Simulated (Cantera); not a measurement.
## Pyrogenic steam for wet oxidation

An isothermal, constant-pressure homogeneous reactor starts with 28.6 % H₂, 15.9 % O₂, 55.6 % N₂, equivalence ratio 0.90, at 1048 K and 113 Torr.

Cantera simulation using the H2/O2 subset of GRI-Mech 3.0, which has no nitrogen chemistry; the numbers are that mechanism's predictions, not measurements. The temperature is held fixed by assumption; the heat of reaction is taken as removed at once.

```
t (s)         x H₂    x O₂       x H       x O     x H₂O     x HO₂    x H₂O₂
--------  --------  ------  --------  --------  --------  --------  --------
2.00e-6      0.286   0.159  3.42e-11    <1e-12    <1e-12  3.47e-11    <1e-12
5.49e-6      0.286   0.159  9.42e-11  3.90e-12  3.65e-12  9.57e-11    <1e-12
1.51e-5      0.286   0.159  2.79e-10  2.19e-11  4.51e-11  2.66e-10    <1e-12
4.13e-5      0.286   0.159   1.11e-9  1.18e-10  5.57e-10  7.61e-10    <1e-12
0.000113     0.286   0.159   1.14e-8   1.33e-9   1.16e-8   2.82e-9  7.74e-12
0.000311     0.286   0.159   2.96e-6   3.47e-7   3.56e-6   2.62e-7  5.81e-10
0.000854    0.0530  0.0581    0.0779   0.00784     0.210   1.69e-5   1.16e-6
0.00234    0.00827  0.0231   0.00463  0.000722     0.320   8.66e-6   1.58e-6
0.00643    0.00157  0.0192  0.000242   9.18e-5     0.331   6.07e-6   1.52e-6
0.0176    0.000278  0.0186   1.38e-5   1.20e-5     0.333   3.05e-6   8.16e-7
0.0484     4.37e-5  0.0185   8.64e-7   1.69e-6     0.333   7.88e-7   2.66e-7
0.133      5.68e-6  0.0185   5.34e-8   2.87e-7     0.333   1.29e-7   7.28e-8
0.364      7.47e-7  0.0185   4.03e-9   6.34e-8     0.333   2.18e-8   2.02e-8
1.00       1.48e-7  0.0185  4.96e-10   1.78e-8     0.333   5.24e-9   6.26e-9
```
x: mole fraction; the columns are a selection and need not sum to one.

Equilibrium at this temperature and pressure: H₂ 2.18e-9, O₂ 0.0185, H <1e-12, O 2.24e-10, H₂O 0.333, HO₂ 3.56e-10, H₂O₂ 8.90e-11 (gas phase only).
